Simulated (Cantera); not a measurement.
**Hydrocarbon pyrolysis for carbon deposition**

An isothermal, constant-pressure homogeneous reactor starts with 2.38 % C2H6, 97.6 % H2, at 1250 K and 1330 Pa.

Cantera simulation using GRI-Mech 3.0 (53 species, 325 reactions); the numbers are that mechanism's predictions, not measurements. GRI-Mech 3.0 stops at C3 and has no aromatics, soot or wall deposition, so with more carbon than oxygen in the feed, carbon stays in small species such as C2H2 where larger ones or solid carbon would form. Radical loss at walls, strong at low pressure, is not modelled.

| t (s) | x C2H6 | x H2 | x C2H2 | x CH2 | x H | x C2H |
|---|---|---|---|---|---|---|
| 4.00e-5 | 0.0238 | 0.976 | <1e-12 | <1e-12 | 1.11e-7 | <1e-12 |
| 0.000104 | 0.0238 | 0.976 | <1e-12 | <1e-12 | 5.53e-7 | <1e-12 |
| 0.000271 | 0.0238 | 0.976 | 1.61e-12 | 2.67e-12 | 2.18e-6 | <1e-12 |
| 0.000704 | 0.0238 | 0.976 | 2.20e-10 | 1.76e-11 | 6.93e-6 | <1e-12 |
| 0.00183 | 0.0236 | 0.976 | 1.73e-8 | 9.47e-11 | 1.88e-5 | <1e-12 |
| 0.00477 | 0.0226 | 0.976 | 8.37e-7 | 8.66e-10 | 4.58e-5 | <1e-12 |
| 0.0124 | 0.0174 | 0.975 | 2.67e-5 | 5.72e-9 | 9.78e-5 | <1e-12 |
| 0.0323 | 0.00508 | 0.970 | 0.000404 | 7.57e-9 | 0.000147 | 1.78e-11 |
| 0.0839 | 0.000359 | 0.968 | 0.00159 | 1.17e-9 | 7.62e-5 | 3.63e-11 |
| 0.218 | 3.60e-5 | 0.968 | 0.00273 | 1.49e-10 | 2.73e-5 | 2.24e-11 |
| 0.568 | 1.25e-5 | 0.968 | 0.00377 | 2.70e-11 | 1.16e-5 | 1.31e-11 |
| 1.48 | 9.13e-6 | 0.968 | 0.00505 | 1.12e-11 | 7.41e-6 | 1.12e-11 |
| 3.84 | 6.87e-6 | 0.968 | 0.00724 | 9.47e-12 | 6.83e-6 | 1.48e-11 |
| 10.0 | 3.78e-6 | 0.968 | 0.0105 | 8.23e-12 | 6.40e-6 | 2.02e-11 |
x: mole fraction; the columns are a selection and need not sum to one.

Equilibrium at this temperature and pressure: C2H6 7.54e-7, H2 0.963, C2H2 0.00942, CH2 5.26e-12, H 4.14e-6, C2H 1.18e-11 (gas phase only).
